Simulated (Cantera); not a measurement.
An isothermal, constant-pressure homogeneous reactor starts with CO : O₂ : H₂O : N₂ = 0.0035 : 0.037 : 0.02 : 1 (molar parts), equivalence ratio 0.047, at 1325 K and 623 Torr.

Detailed kinetics in Cantera: GRI-Mech 3.0 (53 species, 325 reactions).

x: mole fraction; the columns are a selection and need not sum to one.

```csv
t (s),x CO,x O₂,x H₂O,x H₂O₂,x HO₂,x H₂,x NO₂
2.00e-5,0.00330,0.0349,0.0189,<1e-12,7.60e-11,<1e-12,<1e-12
0.000100,0.00330,0.0349,0.0189,<1e-12,3.98e-10,2.41e-11,<1e-12
0.000503,0.00330,0.0349,0.0189,6.45e-12,5.44e-9,?,<1e-12
0.00252,0.00259,0.0344,0.0187,1.78e-7,3.85e-6,?,5.69e-12
0.0126,0.000102,0.0333,0.0188,4.14e-8,7.08e-7,?,3.71e-10
0.0633,2.75e-6,0.0333,0.0189,3.16e-9,4.00e-8,?,3.70e-10
0.317,3.05e-8,0.0333,0.0189,3.90e-10,6.09e-9,?,1.92e-10
1.59,5.08e-9,0.0333,0.0189,2.10e-10,4.94e-9,1.55e-8,2.01e-10
7.98,5.00e-9,0.0333,0.0189,2.08e-10,4.93e-9,1.53e-8,2.04e-10
40.0,5.00e-9,0.0333,0.0189,2.08e-10,4.93e-9,1.53e-8,2.13e-10
```

**Question.** Some entries are withheld; supply them.

**Answer.** 
- 0.000503, x H₂: 3.18e-9
- 0.00252, x H₂: 5.18e-5
- 0.0126, x H₂: 6.19e-6
- 0.0633, x H₂: 2.84e-7
- 0.317, x H₂: 2.89e-8
